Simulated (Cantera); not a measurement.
Cantera run, input and output.

```python
import numpy as np
import cantera as ct

gas = ct.Solution("gri30.yaml")
gas.TPX = 1248, 101325, {'N2O': 1}
inlet = ct.Reservoir(gas, clone=True)

reactor = ct.IdealGasConstPressureReactor(gas, energy="off", clone=False)
exhaust = ct.Reservoir(gas, clone=True)
tau = [15, 3.7, 0.93, 0.23, 0.058, 0.015, 0.0036, 0.00091, 0.00023][0]
for a, b in ((inlet, reactor), (reactor, exhaust)):
    ct.MassFlowController(a, b, mdot=lambda t: reactor.mass / tau)
net = ct.ReactorNet([reactor])
show = ['N2O', 'NO', 'NO2', 'O2', 'O', 'N2']

rows = []
print(f"{'tau/s':>10s}{'T/K':>9s}" + "".join(f"{s:>11s}" for s in show))
for tau in [15, 3.7, 0.93, 0.23, 0.058, 0.015, 0.0036, 0.00091, 0.00023]:
    net.initial_time = 0.0
    net.advance(30 * tau)
    before = gas.X
    net.advance(40 * tau)
    drift = np.max(np.abs(gas.X - before) / (gas.X + 1e-9))
    rows.append([gas.T, *gas[show].X, drift])
    print(f"{tau:10.3e}{gas.T:9.1f}" + "".join(f"{x:11.3e}" for x in gas[show].X))
```

Output:

```
     tau/s      T/K        N2O         NO        NO2         O2          O         N2
 1.500e+01   1248.0  4.760e-02  3.226e-02  3.464e-04  3.010e-01  9.133e-07  6.187e-01
 3.700e+00   1248.0  1.498e-01  4.334e-02  4.554e-04  2.613e-01  1.580e-06  5.450e-01
 9.300e-01   1248.0  3.767e-01  4.161e-02  4.295e-04  1.866e-01  2.399e-06  3.947e-01
 2.300e-01   1248.0  6.868e-01  2.408e-02  2.414e-04  9.215e-02  3.077e-06  1.967e-01
 5.800e-02   1248.0  8.924e-01  8.722e-03  8.042e-05  3.144e-02  3.400e-06  6.737e-02
 1.500e-02   1248.0  9.693e-01  2.529e-03  1.798e-05  8.944e-03  3.502e-06  1.918e-02
 3.600e-03   1248.0  9.924e-01  6.277e-04  2.259e-06  2.204e-03  3.525e-06  4.728e-03
 9.100e-04   1248.0  9.981e-01  1.595e-04  1.958e-07  5.585e-04  3.516e-06  1.201e-03
 2.300e-04   1248.0  9.995e-01  3.978e-05  1.334e-08  1.391e-04  3.461e-06  3.017e-04
```

Cantera simulation using GRI-Mech 3.0 (53 species, 325 reactions); the numbers are that mechanism's predictions, not measurements. GRI-Mech 3.0 was tuned for natural gas; its chemistry of N2O as a main component is partial and can be far from experiment. The mechanism lacks the step 2 NO + O2 → 2 NO2, which can matter for NO2 below about 1400 K. The temperature is held fixed by assumption; the heat of reaction is taken as removed at once.
